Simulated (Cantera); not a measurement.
Cantera with NASA thermochemical tables; ideal gases at 1 bar, condensed phases pure. Values are per mole of reaction as written; species without (g) are pure solids or liquids, kept so even where they would boil at 1 bar.

2 S + 2 KHF2 → 2 K(g) + SF4(g) + H2S(g)

```json
[
 {"T (K)": "848", "ΔH° (kJ)": "___", "ΔS° (J/K)": "___", "ΔG° (kJ)": "___", "log10 K": "___"},
 {"T (K)": "873", "ΔH° (kJ)": "1166.6", "ΔS° (J/K)": "378.4", "ΔG° (kJ)": "836.2", "log10 K": "-50.03"},
 {"T (K)": "898", "ΔH° (kJ)": "1164.3", "ΔS° (J/K)": "375.9", "ΔG° (kJ)": "826.8", "log10 K": "-48.09"},
 {"T (K)": "923", "ΔH° (kJ)": "1162.1", "ΔS° (J/K)": "373.5", "ΔG° (kJ)": "817.4", "log10 K": "-46.26"},
 {"T (K)": "948", "ΔH° (kJ)": "___", "ΔS° (J/K)": "___", "ΔG° (kJ)": "___", "log10 K": "___"},
 {"T (K)": "973", "ΔH° (kJ)": "1157.7", "ΔS° (J/K)": "368.9", "ΔG° (kJ)": "798.8", "log10 K": "-42.88"},
 {"T (K)": "998", "ΔH° (kJ)": "1155.6", "ΔS° (J/K)": "366.7", "ΔG° (kJ)": "789.6", "log10 K": "-41.33"},
 {"T (K)": "1023", "ΔH° (kJ)": "1153.6", "ΔS° (J/K)": "364.8", "ΔG° (kJ)": "780.5", "log10 K": "-39.85"},
 {"T (K)": "1048", "ΔH° (kJ)": "___", "ΔS° (J/K)": "___", "ΔG° (kJ)": "___", "log10 K": "___"},
 {"T (K)": "1073", "ΔH° (kJ)": "___", "ΔS° (J/K)": "___", "ΔG° (kJ)": "___", "log10 K": "___"}
]
```

Q: What belongs in the gaps?

A: 
- 848, ΔH° (kJ): 1168.8
- 848, ΔS° (J/K): 381.0
- 848, ΔG° (kJ): 845.7
- 848, log10 K: -52.09
- 948, ΔH° (kJ): 1159.9
- 948, ΔS° (J/K): 371.1
- 948, ΔG° (kJ): 808.1
- 948, log10 K: -44.52
- 1048, ΔH° (kJ): 1151.6
- 1048, ΔS° (J/K): 362.8
- 1048, ΔG° (kJ): 771.4
- 1048, log10 K: -38.45
- 1073, ΔH° (kJ): 1149.7
- 1073, ΔS° (J/K): 361.0
- 1073, ΔG° (kJ): 762.3
- 1073, log10 K: -37.11
